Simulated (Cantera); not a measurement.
A perfectly stirred reactor is fed with 18.0 % CO, 14.4 % H₂, 11.6 % O₂, 43.6 % N₂, 12.4 % H₂O, at 3750 Torr; it is adiabatic with a 673 K inlet, and is followed from long to short residence time, starting on the burning branch (τ in s: 0.16, 0.046, 0.013, 0.0039, 0.0011, 0.00032, 9.3e-05, 2.7e-05, 7.8e-06).

Cantera simulation using GRI-Mech 3.0 (53 species, 325 reactions); the numbers are that mechanism's predictions, not measurements. The hydrogen kinetics of GRI-Mech 3.0 are dated; newer H2 mechanisms differ, most at raised pressure.

Predict: blow-out, bracketed by the residence times tried; x(CO) at τ = 0.160 s; x(H₂) at τ = 0.160 s; x(O₂) at τ = 0.160 s; x(N₂O) at τ = 0.160 s; x(NO) at τ = 0.160 s; x(CO) at τ = 1.10 ms; x(H₂) at τ = 1.10 ms; x(O₂) at τ = 1.10 ms; x(N₂O) at τ = 1.10 ms; x(NO) at τ = 1.10 ms.


| Property | Value |
|---|---|
| blow-out, bracketed by the residence times tried | burning at 7.80 µs, the shortest tried |
| x(CO) at τ = 0.160 s | 0.0767 |
| x(H₂) at τ = 0.160 s | 0.0288 |
| x(O₂) at τ = 0.160 s | 0.000157 |
| x(N₂O) at τ = 0.160 s | 3.51e-8 |
| x(NO) at τ = 0.160 s | 0.000335 |
| x(CO) at τ = 1.10 ms | 0.0786 |
| x(H₂) at τ = 1.10 ms | 0.0298 |
| x(O₂) at τ = 1.10 ms | 0.00160 |
| x(N₂O) at τ = 1.10 ms | 7.50e-8 |
| x(NO) at τ = 1.10 ms | 0.000113 |
